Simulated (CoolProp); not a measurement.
Properties of ammonia along the isotherm -55.55 °C (Tc = 132.4 °C, pc = 11.36 MPa, ω = 0.256).

Values from CoolProp's reference Helmholtz-energy equation of state, Gao 2020.

| p (MPa) | phase | cp (kJ/(kg K)) | speed of sound (m/s) |
|---|---|---|---|
| 0.0539 | liquid | 4.381 | 1874 |
| 0.111 | liquid | 4.380 | 1874 |
| 0.227 | liquid | 4.380 | ? |
| 0.467 | liquid | 4.379 | ? |
| 0.959 | liquid | 4.378 | 1877 |
| 1.97 | liquid | 4.376 | 1881 |
| 4.04 | liquid | 4.371 | ? |
| 8.3 | liquid | 4.361 | ? |
| 17 | liquid | 4.342 | ? |

Question: Complete the blanks.

Answer: 
- 0.227, speed of sound (m/s): 1875
- 0.467, speed of sound (m/s): 1876
- 4.04, speed of sound (m/s): 1889
- 8.3, speed of sound (m/s): 1904
- 17, speed of sound (m/s): 1933
